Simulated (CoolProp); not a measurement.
Isobutene along the isotherm 550 K: fugacity coefficient from the reference equation and from simpler models built on Tc = 418.1 K, pc = 4.016 MPa, ω = 0.193; each cubic takes its own stable root.

The numbers come from the reference Helmholtz-energy equation of state, Lemmon 2005 in CoolProp. It is a short technical equation, of lower accuracy than the large ones.

| p (MPa) | phase | reference | van der Waals | Soave-Redlich-Kwong | Peng-Robinson |
|---|---|---|---|---|---|
| 0.0317 | gas | 0.9989 | 0.9988 | 0.9990 | 0.9988 |
| 0.0602 | gas | 0.9979 | 0.9978 | 0.9981 | 0.9977 |
| 0.114 | gas | 0.9961 | 0.9958 | 0.9964 | 0.9956 |
| 0.216 | gas | 0.9926 | 0.9920 | 0.9931 | 0.9916 |
| 0.41 | gas | 0.9860 | 0.9849 | 0.9870 | 0.9842 |
| 0.777 | gas | 0.9736 | 0.9714 | 0.9756 | 0.9703 |
| 1.47 | gas | 0.9506 | 0.9461 | 0.9543 | 0.9448 |
| 2.79 | gas | 0.9080 | 0.8988 | 0.9153 | 0.8984 |
| 5.3 | supercritical | 0.8325 | 0.8116 | 0.8468 | 0.8190 |
| 10 | supercritical | 0.7144 | 0.6699 | 0.7426 | 0.7024 |
